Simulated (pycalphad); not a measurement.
## Effect of Ti content in Si-Ti

CALPHAD calculation (pycalphad, COST 507 light-alloy database (1999)), 1 atm. The database dates from 1999; later assessments differ in places, in temperatures and in the compounds included. Amounts are mole fractions of atoms.

**Question.** One of these alloys has its liquidus at 2221 K, its solidus at 1843 K, and holds SITI 0.68, SI4TI5 0.32 at 1175 K. Which?
A) Si-51.99Ti (wt.%)
B) Si-29.13Ti (wt.%)
C) Si-64.69Ti (wt.%)
D) Si-37.33Ti (wt.%)
E) Si-85.59Ti (wt.%)

**Answer.** C, Si-64.69Ti (wt.%). The others: Si-29.13Ti (wt.%), liquidus 1618, solidus 1604; Si-37.33Ti (wt.%), liquidus 1709, solidus 1604; Si-51.99Ti (wt.%), liquidus 1824, solidus 1747; Si-85.59Ti (wt.%), liquidus 2035, solidus 1613

Database names, with the compositions (at.%) that they take in these runs: SITI: Si 50 Ti 50; SI4TI5: Ti 56 Si 44.
